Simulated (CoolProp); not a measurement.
Properties of hydrogen sulfide at several states.

Values from CoolProp's reference Helmholtz-energy equation of state, Lemmon 2006. It is a short technical equation, of lower accuracy than the large ones.

```tsv
T (K)	p (MPa)	phase	Z	speed of sound (m/s)	Joule-Thomson coefficient (K/MPa)	expansivity (1/kK)	viscosity (µPa s)	fugacity coefficient
311.5	1.42	gas	0.8980	297.9	16.08	4.511	12.3	0.9075
327.6	0.175	gas	0.9902	322.7	13.90	3.149	13.3	0.9903
218.6	0.162	liquid	0.003235	1276	-0.3120	1.902	270	0.8075
206	0.0274	gas	0.9931	257.6	43.17	4.969	8.26	0.9932
313.5	21.8	liquid	0.3609	931.8	-0.1112	2.617	129	0.1490
354.9	0.0109	gas	0.9995	337.1	11.60	2.822	14.5	0.9995
```

Viscosity comes from a separate model (Quiñones-Cisneros 2012).
